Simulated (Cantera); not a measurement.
Cantera run:

```python
import numpy as np
import cantera as ct

gas_names = """
    CL CL2 H HCL H2 N NH NH2 NH3 N2 N2H2 N2H4 Si SiCL SiCL2 SiCL3 SiCL4 SiH SiHCL3 SiH2 SiH2CL2 SiH3
    SiH3CL SiH4 SiN Si2 Si2N Si3
""".split()
cond_names = """
    NH4CL(a) NH4CL(b) Si(cr) Si(L) Si3N4(a)
""".split()


# ... load() reads the species with a 1 bar reference pressure and builds the phases ...
atoms = {
    'SiCl4': {'Si': 1, 'CL': 4},
    'N2': {'N': 2},
    'H2': {'H': 2},
}
top_T = {'Si3N4(a)': 2400}  # K; cautious upper limits of use, not melting points


# ... equilibrate(T, P, feed) seeds the gas with the atoms and calls Mixture.equilibrate('TP', solver="vcs", rtol=1e-11, max_steps=5000) ...
results = []
T = 1675  # K
P = 10000  # Pa
for m in [5.9, 12, 19, 25, 32, 38, 45, 51, 58, 64, 71, 77, 84]:
    feed = {'SiCl4': 1, 'N2': 70, 'H2': m}  # mol
    mix = equilibrate(T, P, feed)
    results.append((T, P, feed, dict(zip(mix.species_names, mix.species_moles))))

top = {s: max(r[3][s] / sum(r[3][g] for g in gas_names) for r in results) for s in gas_names}
cols = sorted((s for s in top if top[s] > 1e-05), key=lambda s: -top[s])[:9]
seen = [c for c in cond_names if any(r[3].get(c, 0) > 1e-12 for r in results)]
print("log10 of partial pressures in bar; condensed amounts in mol")
print(f"{'n(H2)':>10s}" + "".join(f"{s[:9]:>10s}" for s in cols + seen))
for T, P, feed, n in results:
    ng = sum(n[g] for g in gas_names)
    print(f"{feed['H2']:10.4g}" + "".join(f"{np.log10(max(n[s] / ng * P / 1e5, 1e-99)):10.3f}" for s in cols)
          + "".join(f"{n.get(c, 0):10.4g}" for c in seen))
```

Output:

```
log10 of partial pressures in bar; condensed amounts in mol
     n(H2)        N2        H2       HCL     SiCL2         H     SiCL3        CL     SiCL4  Si3N4(a)
       5.9    -1.047    -2.252    -2.397    -3.279    -5.061    -4.589    -5.313    -5.582    0.1897
        12    -1.080    -1.911    -2.377    -3.557    -4.891    -5.018    -5.464    -6.161    0.2532
        19    -1.115    -1.722    -2.392    -3.755    -4.796    -5.326    -5.574    -6.579    0.2787
        25    -1.143    -1.620    -2.412    -3.878    -4.745    -5.519    -5.645    -6.844    0.2896
        32    -1.173    -1.536    -2.437    -3.991    -4.703    -5.700    -5.712    -7.091    0.2973
        38    -1.198    -1.482    -2.458    -4.072    -4.676    -5.829    -5.760    -7.269    0.3018
        45    -1.225    -1.432    -2.483    -4.152    -4.651    -5.959    -5.810    -7.448    0.3055
        51    -1.247    -1.397    -2.503    -4.213    -4.634    -6.057    -5.847    -7.583    0.3079
        58    -1.271    -1.363    -2.526    -4.276    -4.617    -6.159    -5.887    -7.725    0.3101
        64    -1.290    -1.339    -2.544    -4.324    -4.605    -6.239    -5.917    -7.836    0.3116
        71    -1.312    -1.314    -2.565    -4.376    -4.592    -6.323    -5.951    -7.954     0.313
        77    -1.330    -1.296    -2.582    -4.417    -4.583    -6.390    -5.977    -8.047    0.3141
        84    -1.350    -1.277    -2.602    -4.461    -4.574    -6.463    -6.006    -8.148    0.3151
```

Cantera equilibrium calculation (NASA polynomials, part measured and part estimated; ideal gas, pure solids and liquids). The tables' values for SiCl3 are old estimates; treat these amounts as uncertain.
